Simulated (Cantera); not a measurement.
Charge: 1 mol Fe(CO)5, 1.2 mol CO, 0.31 mol N2, held at 875 K and 1000 Pa.

These are equilibrium values from Cantera (NASA tables, ideal gas, pure condensed phases), not measurements of a reactor. Candidate condensed phases: C, Fe, Fe(CO)5, FeO, Fe2O3, Fe3O4; 27 gas species. Condensed phases not in the tables: cementite and carbon dissolved in iron. The numbers say what is thermodynamically allowed, not how fast it happens.

Base state: CO 0.868, CO2 0.0809, N2 0.0515 (mole fractions); condensed: C(graphite) + Fe(α).

**Question.** What changes in the equilibrium state with this change: temperature from 875 K to 1450 K?

**Answer.** 
```tsv
species	before	after
CO	0.868	0.952
N2	0.0515	0.0476
CO2	0.0809	9.51e-6
C(graphite), mol	0.487	0
Fe(α), mol	1.00	0
Fe(γ), mol	0	1.000
```

**Question.** What changes in the equilibrium state with this change: temperature from 875 K to 1475 K?

**Answer.** 
| species | before | after |
|---|---|---|
| CO | 0.868 | 0.952 |
| N2 | 0.0515 | 0.0476 |
| CO2 | 0.0809 | 7.54e-6 |
| C(graphite), mol | 0.487 | 0 |
| Fe(α), mol | 1.00 | 0 |
| Fe(γ), mol | 0 | 1.000 |
